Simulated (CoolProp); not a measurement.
Values from CoolProp's reference Helmholtz-energy equation of state, Schroeder 2014.

Q: For ethanol, give the phase and the density (kg/m³), cp (kJ/(kg K)), expansivity (1/kK), viscosity (µPa s) at 620 K and 4.7 MPa; 620 K and 6.72 MPa.

A: 
- 620 K and 4.7 MPa: gas; density 46.5, cp 2.78, expansivity 2.54, viscosity 19.4
- 620 K and 6.72 MPa: supercritical; density 70.2, cp 3.01, expansivity 3.17, viscosity 20.5

Viscosity comes from a separate model (Kiselev 2005).
